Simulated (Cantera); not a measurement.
A perfectly stirred reactor is fed with H2 : O2 : H2O = 0.034 : 1 : 0.02 (molar parts), equivalence ratio 0.017, at 12.8 Torr; it is held at 1175 K, and followed from long to short residence time.

Model: GRI-Mech 3.0 (53 species, 325 reactions), integrated in Cantera. Radical loss at walls, strong at low pressure, is not modelled.

Problem. Predict: x(H2) at τ = 0.600 s; x(O2) at τ = 0.600 s; x(H2O) at τ = 0.600 s; x(HO2) at τ = 0.600 s; x(H) at τ = 0.600 s; x(H2) at τ = 9.00 ms; x(O2) at τ = 9.00 ms; x(H2O) at τ = 9.00 ms; x(HO2) at τ = 9.00 ms; x(H) at τ = 9.00 ms.

Solution. 
| Item | Result |
|---|---|
| x(H2) at τ = 0.600 s | 0.000168 |
| x(O2) at τ = 0.600 s | 0.945 |
| x(H2O) at τ = 0.600 s | 0.0513 |
| x(HO2) at τ = 0.600 s | 1.87e-6 |
| x(H) at τ = 0.600 s | 0.000148 |
| x(H2) at τ = 9.00 ms | 0.00201 |
| x(O2) at τ = 9.00 ms | 0.931 |
| x(H2O) at τ = 9.00 ms | 0.0464 |
| x(HO2) at τ = 9.00 ms | 4.53e-6 |
| x(H) at τ = 9.00 ms | 0.00331 |
